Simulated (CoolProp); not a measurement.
Vapour-liquid equilibrium of cyclohexane (1) + n-heptane (2) at 0.374 MPa; x and y are mole fractions of (1).

Model: multi-fluid Helmholtz-energy mixture model, Zhou 2014 and Span 2003; pair parameters Bell 2016, in CoolProp.

Q: Give the bubble temperature and the first vapour's composition at x = 0.05, 0.15, 0.75. Is there an azeotrope?

A: x = 0.05: 422.1 K, y = 0.070; x = 0.15: 419.9 K, y = 0.201; x = 0.75: 408.5 K, y = 0.811. No azeotrope shows between x = 0.05 and 0.95.

The pair parameters rest on a limited set of measurements; away from them the model extrapolates.
